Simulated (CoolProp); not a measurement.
A Linde-Hampson liquefier for ethylene: isothermal reversible compression at 290 K from 1 atm to 25 MPa, throttling to 1 atm, return gas leaving the recuperator 10 K below the feed. Each further row changes one setting.

Values from CoolProp's reference Helmholtz-energy equation of state, Smukala 2000.

```json
[
 {"case": "as stated", "liquid yield per pass": "0.498", "compression work (kJ/kg of gas)": "362"},
 {"case": "high pressure 50 MPa", "liquid yield per pass": "0.478", "compression work (kJ/kg of gas)": "416"},
 {"case": "warm-end temperature 320 K", "liquid yield per pass": "0.412", "compression work (kJ/kg of gas)": "432"},
 {"case": "warm-end gap 15 K", "liquid yield per pass": "0.492", "compression work (kJ/kg of gas)": "362"}
]
```
